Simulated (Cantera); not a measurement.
**Si₂Cl₆ + N₂ (silicon nitride deposition)**

Feed: 1 mol Si₂Cl₆, a varied amount of N₂, equilibrated at 1850 K and 0.0975 Torr.

Equilibrium computed with Cantera from the NASA thermochemical tables; the gas is ideal and each condensed phase is pure. Candidate condensed phases: Si, Si₃N₄; 13 gas species. The feed counts by its element totals alone. The tables' values for SiCl₃, SiCl are old estimates; treat these amounts as uncertain. Kinetics and transport are ignored.

From 2.7 mol N₂ to 89 mol N₂ nothing is condensed. The main Si-bearing gas is SiCl₂ throughout.

| n(N₂) (mol) | x N₂ | x Cl | x SiCl₂ | x SiCl₃ | x Si | x SiCl₄ | x SiCl | x Cl₂ |
|---|---|---|---|---|---|---|---|---|
| 2.7 | 0.408 | 0.290 | 0.290 | 0.0109 | 7.62e-5 | 0.000603 | 0.000455 | 6.94e-5 |
| 3.9 | 0.498 | 0.247 | 0.246 | 0.00788 | 8.93e-5 | 0.000371 | 0.000455 | 5.03e-5 |
| 5.5 | 0.582 | 0.206 | 0.205 | 0.00549 | 0.000107 | 0.000216 | 0.000454 | 3.51e-5 |
| 7.8 | 0.663 | 0.167 | 0.166 | 0.00358 | 0.000132 | 0.000114 | 0.000453 | 2.29e-5 |
| 11 | 0.734 | 0.132 | 0.131 | 0.00223 | 0.000166 | 5.61e-5 | 0.000452 | 1.43e-5 |
| 16 | 0.800 | 0.0996 | 0.0981 | 0.00126 | 0.000219 | 2.40e-5 | 0.000449 | 8.17e-6 |
| 22 | 0.846 | 0.0771 | 0.0754 | 0.000753 | 0.000281 | 1.11e-5 | 0.000446 | 4.90e-6 |
| 31 | 0.885 | 0.0578 | 0.0559 | 0.000418 | 0.000370 | 4.61e-6 | 0.000440 | 2.76e-6 |
| 44 | 0.916 | 0.0428 | 0.0405 | 0.000224 | 0.000489 | 1.83e-6 | 0.000431 | 1.51e-6 |
| 63 | 0.939 | 0.0314 | 0.0286 | 0.000116 | 0.000643 | 6.96e-7 | 0.000416 | 8.12e-7 |
| 89 | 0.955 | 0.0234 | 0.0202 | 6.13e-5 | 0.000814 | 2.74e-7 | 0.000393 | 4.52e-7 |
x: gas mole fraction; nothing condenses.
